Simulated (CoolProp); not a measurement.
Model: reference Helmholtz-energy equation of state, de Reuck 1990, in CoolProp.

Q: For fluorine, give the phase and the density (kg/m³), cv (kJ/(kg K)), speed of sound (m/s), Joule-Thomson coefficient (K/MPa) at 159.4 K and 0.746 MPa; 159.4 K and 3.86 MPa; 159.4 K and 8.79 MPa.

A: 
- 159.4 K and 0.746 MPa: gas; density 22.2, cv 0.568, speed of sound 217, Joule-Thomson coefficient 6.54
- 159.4 K and 3.86 MPa: gas; density 140, cv 0.633, speed of sound 200, Joule-Thomson coefficient 6.31
- 159.4 K and 8.79 MPa: supercritical; density 589, cv 0.763, speed of sound 208, Joule-Thomson coefficient 2.97
